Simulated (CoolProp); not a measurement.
R113 along the isotherm 63.15 °C: fugacity coefficient from the reference equation and from simpler models built on Tc = 214.1 °C, pc = 33.92 bar, ω = 0.253; each cubic takes its own stable root.

Computed with CoolProp (reference Helmholtz-energy equation of state, Marx 1992).

| p (bar) | phase | reference | van der Waals | Redlich-Kwong | Soave-Redlich-Kwong | Peng-Robinson |
|---|---|---|---|---|---|---|
| 4.24 | liquid | 0.3725 | 0.9120 | 0.5798 | 0.3737 | 0.3716 |
| 8.48 | liquid | 0.1899 | 0.6584 | 0.2962 | 0.1908 | 0.1893 |
| 12.7 | liquid | 0.1293 | 0.4535 | 0.2021 | 0.1300 | 0.1287 |
| 17 | liquid | 0.09847 | 0.3497 | 0.1543 | 0.09921 | 0.09795 |
| 21.2 | liquid | 0.08048 | 0.2891 | 0.1264 | 0.08120 | 0.07998 |
| 25.4 | liquid | 0.06846 | 0.2488 | 0.1077 | 0.06917 | 0.06797 |
| 29.7 | liquid | 0.05970 | 0.2195 | 0.09416 | 0.06041 | 0.05921 |
| 33.9 | liquid | 0.05331 | 0.1982 | 0.08425 | 0.05401 | 0.05282 |
| 38.2 | liquid | 0.04824 | 0.1814 | 0.07639 | 0.04894 | 0.04775 |
| 42.4 | liquid | 0.04429 | 0.1685 | 0.07028 | 0.04500 | 0.04380 |
| 46.6 | liquid | 0.04107 | 0.1579 | 0.06530 | 0.04178 | 0.04057 |
| 50.9 | liquid | 0.03834 | 0.1491 | 0.06107 | 0.03905 | 0.03783 |

At some of these states van der Waals gives the other phase, because its saturation line lies elsewhere.
